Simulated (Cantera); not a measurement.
An isothermal, constant-pressure homogeneous reactor starts with H2 : O2 : H2O = 0.34 : 1 : 0.002 (molar parts), equivalence ratio 0.17, at 1375 K and 29.3 Torr.

Detailed kinetics in Cantera: GRI-Mech 3.0 (53 species, 325 reactions). Radical loss at walls, strong at low pressure, is not modelled. The temperature is held fixed by assumption; the heat of reaction is taken as removed at once.

x: mole fraction; the columns are a selection and need not sum to one.

```tsv
t (s)	x H2	x O2	x H2O	x O	x OH	x H	x HO2
2.00e-5	0.253	0.745	0.00149	1.24e-7	9.69e-8	2.51e-7	?
4.86e-5	0.253	0.745	0.00149	1.63e-6	1.24e-6	2.89e-6	?
0.000118	0.252	0.744	0.00269	0.000437	0.000331	0.000763	?
0.000287	0.0163	0.600	0.190	0.0924	0.0197	0.0811	1.85e-5
0.000697	0.0133	0.618	0.211	0.0782	0.0182	0.0612	1.97e-5
0.00169	0.00898	0.653	0.244	0.0481	0.0153	0.0299	2.11e-5
0.00412	0.00318	0.690	0.276	0.0159	0.00929	0.00566	?
0.0100	0.000579	0.704	0.288	0.00283	0.00399	0.000425	?
0.0243	9.80e-5	0.707	0.291	0.000481	0.00165	2.97e-5	?
0.0590	2.11e-5	0.708	0.291	0.000105	0.000773	3.02e-6	?
0.143	5.74e-6	0.708	0.292	2.87e-5	0.000405	4.34e-7	?
0.349	1.87e-6	0.708	0.292	9.45e-6	0.000232	8.19e-8	1.28e-7
0.847	7.92e-7	0.708	0.292	4.00e-6	0.000151	2.27e-8	1.28e-7
2.06	5.55e-7	0.708	0.292	2.80e-6	0.000126	1.34e-8	1.38e-7
5.00	5.41e-7	0.708	0.292	2.73e-6	0.000125	1.28e-8	1.39e-7
```

### Question
Fill in the missing entries.

### Answer

- 2.00e-5, x HO2: 1.82e-7
- 4.86e-5, x HO2: 4.48e-7
- 0.000118, x HO2: 3.13e-6
- 0.00412, x HO2: 1.78e-5
- 0.0100, x HO2: 7.96e-6
- 0.0243, x HO2: 2.14e-6
- 0.0590, x HO2: 5.85e-7
- 0.143, x HO2: 2.11e-7
